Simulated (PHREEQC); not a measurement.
0.01 mol of Fluorite (CaF2) is brought to equilibrium with 1 kg of water holding 0.1 mol/kgw NaCl, at 20 °C, the pH being set by adding NaOH or HCl. Oxygen alone is held at its pressure in air (log pO2 = -0.68). The system is closed to CO2. Only these solids could form: Fluorite, Portlandite.

Equilibrium calculation in PHREEQC: ion-association model, wateq4f.dat.

```
pH     dissolved Ca (mol/kgw)  dissolved F (mol/kgw)  HF (mol/kgw)
-----  ----------------------  ---------------------  ------------
4                    0.000314               0.000629       5.65e-5
4.44                 0.000302               0.000604       2.09e-5
4.88                 0.000298               0.000595       7.65e-6
5.31                 0.000296               0.000592       2.85e-6
5.75                 0.000295               0.000591       1.04e-6
6.19                 0.000295               0.000590             ?
6.62                 0.000295               0.000590             ?
7.06                 0.000295               0.000590             ?
7.5                  0.000295               0.000590       1.84e-8
7.94                 0.000295               0.000590       6.69e-9
8.38                 0.000295               0.000590             ?
8.81                 0.000295               0.000590      9.03e-10
9.25                 0.000295               0.000590             ?
9.69                 0.000295               0.000590             ?
10.12                0.000295               0.000590             ?
10.56                0.000295               0.000591      1.61e-11
11                   0.000296               0.000593      5.85e-12
```

Complete the blanks.


- 6.19, HF (mol/kgw): 3.76e-7
- 6.62, HF (mol/kgw): 1.40e-7
- 7.06, HF (mol/kgw): 5.08e-8
- 8.38, HF (mol/kgw): 2.43e-9
- 9.25, HF (mol/kgw): 3.28e-10
- 9.69, HF (mol/kgw): 1.19e-10
- 10.12, HF (mol/kgw): 4.42e-11
